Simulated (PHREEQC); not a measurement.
Dissolve 100 mmol/kgw MgSO4, 0.27 mmol/kgw CaCl2 and 4.7 mmol/kgw NaCl at 25 °C. Closed to the air; pH follows from the charge balance.

Equilibrium calculation in PHREEQC: ion-association model, wateq4f.dat.

Precipitation was switched off in this run.

Question: What ionic strength does the model give?

Answer: ionic strength 0.197 mol/kgw.

Question: In which forms is Mg present?

Answer: MgSO4 52 %, Mg+2 48 % of the Mg.
